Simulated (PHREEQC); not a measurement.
0.6 g of hydrous ferric oxide (600 m²/g; 0.2 weak and 0.005 strong sites per Fe, Dzombak-Morel constants, diffuse double layer) in 1 kg of water with 0.005 mol/kgw of an inert sodium salt and 0.0025 mmol/kgw SrCl2, at 25 °C; the pH is set by adding NaOH or the inert anion's acid. O2 is buffered at 0.21 atm. The system is closed to CO2. Nothing may precipitate in this run.

Computed with PHREEQC (ion-association model, wateq4f.dat).

```csv
pH,Sr sorbed (%),surface charge σ (C/m²),surface potential ψ (mV)
3,0.0,0.306,214
3.38,0.0,0.261,208
3.75,0.0,0.215,200
4.12,0.0,0.172,189
4.5,0.0,0.133,177
4.88,0.0,0.100,163
5.25,0.0,0.074,148
5.62,0.0,0.054,132
6,0.0,0.038,114
6.38,0.1,…,95
6.75,…,0.017,75
7.12,2.6,…,55
7.5,12.0,…,34
7.88,…,0.002,13
8.25,77.3,-0.001,-8
8.62,94.4,-0.005,-28
9,98.9,-0.009,-49
```

Problem. What belongs in the gaps?

Solution. 
- 6.38, surface charge σ (C/m²): 0.026
- 6.75, Sr sorbed (%): 0.6
- 7.12, surface charge σ (C/m²): 0.011
- 7.5, surface charge σ (C/m²): 0.006
- 7.88, Sr sorbed (%): 41.1

Species that the database lacks are ignored. The oxide is taken as insoluble; below pH 4 it would dissolve.
